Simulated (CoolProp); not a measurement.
Saturation properties of hexamethyldisiloxane (MM).

The numbers come from the reference Helmholtz-energy equation of state, Thol 2016 in CoolProp.

```csv
T (K),p (MPa),liquid density (kg/m³),enthalpy of vaporisation (kJ/kg),liquid cp (kJ/(kg K))
280.6,0.002135,777.9,236.8,1.856
285.6,0.002849,772.7,234.5,___
290.5,0.003735,767.5,232.3,1.880
295.5,0.004867,762.3,230.1,1.893
300.4,___,757.1,227.9,1.905
305.4,0.007967,___,225.6,1.919
310.3,___,746.6,223.4,___
315.3,0.01255,741.2,221.1,1.945
320.3,0.01558,___,218.8,1.959
325.2,0.01910,730.5,216.5,1.973
330.2,0.02334,___,214.2,1.987
```

Task: Complete the blanks.

Result: 
- 285.6, liquid cp (kJ/(kg K)): 1.868
- 300.4, p (MPa): 0.006243
- 305.4, liquid density (kg/m³): 751.8
- 310.3, p (MPa): 0.01002
- 310.3, liquid cp (kJ/(kg K)): 1.932
- 320.3, liquid density (kg/m³): 735.8
- 330.2, liquid density (kg/m³): 725.0

It boils at 373.7 K under 1 atm.
